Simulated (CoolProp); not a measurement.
Properties of propane along the isotherm -86.15 °C (Tc = 96.7 °C, pc = 42.51 bar, ω = 0.152).

Computed with CoolProp (reference Helmholtz-energy equation of state, Lemmon 2009).

```
p (bar)   phase  speed of sound (m/s)  isothermal compressibility (1/MPa)
-------  ------  --------------------  ----------------------------------
0.0672      gas                 203.5                               149.5
0.101    liquid                  1452                            0.001153
0.153    liquid                  1452                            0.001153
0.231    liquid                  1452                            0.001153
0.348    liquid                  1452                            0.001153
0.525    liquid                  1453                            0.001153
0.792    liquid                  1453                            0.001153
1.2      liquid                  1453                            0.001152
1.8      liquid                  1453                            0.001151
2.72     liquid                  1454                            0.001150
4.1      liquid                  1455                            0.001148
6.19     liquid                  1456                            0.001145
9.34     liquid                  1458                            0.001141
14.1     liquid                  1461                            0.001135
21.3     liquid                  1466                            0.001125
```
